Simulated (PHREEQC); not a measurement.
Make-up at 25 °C: 1 mmol/kgw NH3, 0.64 mmol/kgw K2SO4 and 0.0036 mmol/kgw CO2. Closed to the air; pH follows from the charge balance.

All values are PHREEQC results (ion-association model, phreeqc.dat), not measurements.

```
quantity                    before     after
------------------------  --------  --------
pH                           10.08     11.05
ionic strength (mol/kgw)   0.00204   0.00313
NH3 (mol/kgw)             0.000866  0.000983
NH4+ (mol/kgw)            0.000133   1.64e-5
```

Question: Which change was made?
(A) K2SO4 from 0.00064 to 0.0064 mol/kgw
(B) CO2 left out
(C) 0.0012 mol/kgw TMAH added
(D) temperature from 25 to 45 °C
(E) diluted 100-fold with water

Answer: C, 0.0012 mol/kgw TMAH added

No solid was allowed to form. (CH3)4N+ isn't in the database: it is added as a free cation with an ion size of 4 Å.
